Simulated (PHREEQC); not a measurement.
A solution holds 0.05 mol/kgw HCl, 0.00057 mol/kgw LiCl and 0.071 mol/kgw Fe2(SO4)3, at 20 °C. Closed to the air; pH follows from the charge balance.

Equilibrium calculation in PHREEQC: ion-association model, wateq4f.dat.

This is a speciation only: nothing precipitates in the calculation.

Task: Order these S species by the share of S that they hold, largest first: FeHSO4+2, Fe(SO4)2-, FeSO4+, SO4-2, HSO4-.

Result: FeSO4+ (47 %), Fe(SO4)2- (21 %), SO4-2 (18 %), HSO4- (9.6 %), FeHSO4+2 (4.9 %)

The pH is 1.79 and the ionic strength 0.235 mol/kgw. Examples of supersaturated solids here: Hematite (slow to form), Goethite (slow to form). Others may be too.
